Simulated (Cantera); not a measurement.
## N2O furnace oxynitridation

A perfectly stirred reactor is fed with 13.8 % N₂O, 0.291 % H₂, 85.9 % N₂, at 23000 Pa; it is held at 1050 K, and followed from long to short residence time.

Computed with Cantera and GRI-Mech 3.0 (53 species, 325 reactions). GRI-Mech 3.0 was tuned for natural gas; its chemistry of N2O as a main component is partial and can be far from experiment. The mechanism lacks the step 2 NO + O2 → 2 NO2, which can matter for NO2 below about 1400 K. The temperature is held fixed by assumption; the heat of reaction is taken as removed at once.

| τ (s) | x N₂O | x H₂ | x NO | x H₂O₂ | x N₂ | x O |
|---|---|---|---|---|---|---|
| 7.5 | 0.130 | 6.82e-5 | 0.000274 | 1.08e-9 | 0.864 | 1.22e-7 |
| 3.1 | 0.133 | 0.000140 | 0.000118 | 1.53e-9 | 0.863 | 1.22e-7 |
| 1.3 | 0.135 | 0.000280 | 5.20e-5 | 2.38e-9 | 0.862 | 1.20e-7 |
| 0.55 | 0.136 | 0.000533 | 2.53e-5 | 3.64e-9 | 0.861 | 1.15e-7 |
| 0.23 | 0.136 | 0.000947 | 1.44e-5 | 4.42e-9 | 0.861 | 1.07e-7 |
| 0.097 | 0.137 | 0.00153 | 9.01e-6 | 4.15e-9 | 0.860 | 9.84e-8 |
| 0.040 | 0.138 | 0.00219 | 5.12e-6 | 3.04e-9 | 0.859 | 8.82e-8 |
| 0.017 | 0.138 | 0.00264 | 2.37e-6 | 1.67e-9 | 0.859 | 7.86e-8 |
| 0.0071 | 0.138 | 0.00284 | 7.88e-7 | 5.64e-10 | 0.859 | 7.17e-8 |
x: mole fraction; the columns are a selection and need not sum to one.
